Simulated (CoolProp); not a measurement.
Vapour-liquid equilibrium of R152A (1) + R227EA (2) at 12.5 bar; x and y are mole fractions of (1).

Computed with CoolProp (multi-fluid Helmholtz-energy mixture model, Outcalt 1996 and Lemmon 2016; pair parameters Bell 2016).

```csv
x,bubble temperature (°C),y at the bubble point,dew temperature at overall composition x (°C),liquid density (mol/L)
0.05,62.3,0.055,62.3,7.245
0.125,61.7,0.139,61.8,7.528
0.2,61.0,0.226,61.2,7.827
0.275,60.1,0.311,60.5,…
0.35,59.2,0.395,59.7,8.478
0.425,58.3,0.475,58.9,8.833
0.5,…,0.552,58.0,9.208
0.575,56.4,0.625,57.0,9.608
0.65,55.5,0.695,56.1,10.03
0.725,54.7,…,55.2,10.49
0.8,…,0.828,54.3,10.97
0.875,53.3,0.892,53.5,11.50
0.95,52.7,0.956,…,12.06
```

Question: Fill in the missing entries.

Answer: 
- 0.275, liquid density (mol/L): 8.143
- 0.5, bubble temperature (°C): 57.3
- 0.725, y at the bubble point: 0.762
- 0.8, bubble temperature (°C): 54.0
- 0.95, dew temperature at overall composition x (°C): 52.8

No azeotrope shows between x = 0.05 and 0.95.

Pair parameters are fitted to limited data, so mixtures are less certain than the pure fluids. The gap from Raoult's law changes sign with composition, which may be real or a fault of the pair parameters; it wasn't checked against measurements.
